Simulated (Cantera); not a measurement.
An isothermal, constant-pressure homogeneous reactor starts with H2 : O2 : N2 = 0.0078 : 1 : 0.04 (molar parts), equivalence ratio 0.0039, at 1300 K and 0.0133 bar.

Detailed kinetics in Cantera: GRI-Mech 3.0 (53 species, 325 reactions). Radical loss at walls, strong at low pressure, is not modelled.

x: mole fraction; the columns are a selection and need not sum to one.

```csv
t (s),x H2,x O2,x H2O2,x O,x H2O,x H
5.00e-6,0.00744,0.954,<1e-12,1.53e-11,<1e-12,1.71e-10
3.16e-5,0.00744,0.954,<1e-12,4.63e-10,1.39e-11,7.30e-10
0.000199,0.00744,0.954,<1e-12,7.33e-9,(withheld),1.63e-9
0.00126,0.00744,0.954,3.62e-11,1.91e-7,(withheld),1.61e-8
0.00796,0.00110,0.948,3.57e-8,0.00497,(withheld),0.000348
0.0503,2.17e-5,0.948,1.06e-8,0.00594,0.00696,0.000176
0.317,1.23e-5,0.951,9.11e-9,0.00329,0.00713,7.34e-5
2.01,1.83e-6,0.954,4.09e-9,0.000480,0.00736,4.13e-6
12.7,9.81e-8,0.954,5.33e-10,2.55e-5,0.00745,5.09e-8
80.0,8.35e-9,0.954,6.27e-11,2.17e-6,0.00746,1.27e-9
```

Q: Complete the blanks.

A: 
- 0.000199, x H2O: 1.52e-9
- 0.00126, x H2O: 1.61e-7
- 0.00796, x H2O: 0.00537
